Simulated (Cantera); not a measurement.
A Cantera script and what it prints.

```python
import numpy as np
import cantera as ct

gas_names = """
    N NO NO2 NO3 N2 N2O O O2 O3 Si SiN SiO SiO2 Si2 Si2N Si3
""".split()
cond_names = """
    Si(cr) Si(L) SiO2(Lqz) SiO2(hqz) SiO2(L) Si2N2O(s) Si3N4(a)
""".split()


# ... load() reads the species with a 1 bar reference pressure and builds the phases ...
atoms = {
    'Si': {'Si': 1},
    'O2': {'O': 2},
    'N2': {'N': 2},
}
top_T = {'Si2N2O(s)': 2100, 'Si3N4(a)': 2400}  # K; cautious upper limits of use, not melting points


# ... equilibrate(T, P, feed) seeds the gas with the atoms and calls Mixture.equilibrate('TP', solver="vcs", rtol=1e-11, max_steps=5000) ...
results = []
P = 2800  # Pa
for T in [1448, 1498, 1548, 1598, 1648, 1698, 1748, 1798, 1848, 1898, 1948, 1998]:
    for m in [2.1, 5.3, 8.5, 12, 15, 18, 21]:
        feed = {'Si': 1, 'O2': 0.0013, 'N2': m}  # mol
        mix = equilibrate(T, P, feed)
        results.append((T, P, feed, dict(zip(mix.species_names, mix.species_moles))))

for T, P, feed, n in results:
    print(f"{T:7g} {feed['N2']:10.4g}  " + (" + ".join(c for c in cond_names if n.get(c, 0) > 1e-12) or "gas only"))
```

It prints:

```
   1448        2.1  Si2N2O(s) + Si3N4(a)
   1448        5.3  Si2N2O(s) + Si3N4(a)
   1448        8.5  Si2N2O(s) + Si3N4(a)
   1448         12  Si2N2O(s) + Si3N4(a)
   1448         15  Si2N2O(s) + Si3N4(a)
   1448         18  Si2N2O(s) + Si3N4(a)
   1448         21  Si2N2O(s) + Si3N4(a)
   1498        2.1  Si2N2O(s) + Si3N4(a)
   1498        5.3  Si2N2O(s) + Si3N4(a)
   1498        8.5  Si2N2O(s) + Si3N4(a)
   1498         12  Si2N2O(s) + Si3N4(a)
   1498         15  Si2N2O(s) + Si3N4(a)
   1498         18  Si2N2O(s) + Si3N4(a)
   1498         21  Si2N2O(s) + Si3N4(a)
   1548        2.1  Si2N2O(s) + Si3N4(a)
   1548        5.3  Si2N2O(s) + Si3N4(a)
   1548        8.5  Si2N2O(s) + Si3N4(a)
   1548         12  Si2N2O(s) + Si3N4(a)
   1548         15  Si2N2O(s) + Si3N4(a)
   1548         18  Si2N2O(s) + Si3N4(a)
   1548         21  Si2N2O(s) + Si3N4(a)
   1598        2.1  Si2N2O(s) + Si3N4(a)
   1598        5.3  Si2N2O(s) + Si3N4(a)
   1598        8.5  Si2N2O(s) + Si3N4(a)
   1598         12  Si2N2O(s) + Si3N4(a)
   1598         15  Si2N2O(s) + Si3N4(a)
   1598         18  Si2N2O(s) + Si3N4(a)
   1598         21  Si2N2O(s) + Si3N4(a)
   1648        2.1  Si2N2O(s) + Si3N4(a)
   1648        5.3  Si2N2O(s) + Si3N4(a)
   1648        8.5  Si2N2O(s) + Si3N4(a)
   1648         12  Si3N4(a)
   1648         15  Si3N4(a)
   1648         18  Si3N4(a)
   1648         21  Si3N4(a)
   1698        2.1  Si2N2O(s) + Si3N4(a)
   1698        5.3  Si3N4(a)
   1698        8.5  Si3N4(a)
   1698         12  Si3N4(a)
   1698         15  Si3N4(a)
   1698         18  Si3N4(a)
   1698         21  Si3N4(a)
   1748        2.1  Si3N4(a)
   1748        5.3  Si3N4(a)
   1748        8.5  Si3N4(a)
   1748         12  Si3N4(a)
   1748         15  Si3N4(a)
   1748         18  Si3N4(a)
   1748         21  Si3N4(a)
   1798        2.1  Si3N4(a)
   1798        5.3  Si3N4(a)
   1798        8.5  Si3N4(a)
   1798         12  Si3N4(a)
   1798         15  Si3N4(a)
   1798         18  Si3N4(a)
   1798         21  Si3N4(a)
   1848        2.1  Si3N4(a)
   1848        5.3  Si3N4(a)
   1848        8.5  Si3N4(a)
   1848         12  Si3N4(a)
   1848         15  Si3N4(a)
   1848         18  Si3N4(a)
   1848         21  Si3N4(a)
   1898        2.1  Si(L)
   1898        5.3  Si(L)
   1898        8.5  Si(L)
   1898         12  Si(L)
   1898         15  Si(L)
   1898         18  Si(L)
   1898         21  Si(L)
   1948        2.1  Si(L)
   1948        5.3  Si(L)
   1948        8.5  Si(L)
   1948         12  Si(L)
   1948         15  Si(L)
   1948         18  Si(L)
   1948         21  Si(L)
   1998        2.1  Si(L)
   1998        5.3  Si(L)
   1998        8.5  Si(L)
   1998         12  Si(L)
   1998         15  Si(L)
   1998         18  Si(L)
   1998         21  Si(L)
```

These are equilibrium values from Cantera (NASA tables, ideal gas, pure condensed phases), not measurements of a reactor. N2 is the only nitrogen source here; it is nearly inert below about 1500 K, so the nitride shown seldom forms there in practice. Mutual solubility and eutectic melting of coexisting phases are not modelled.
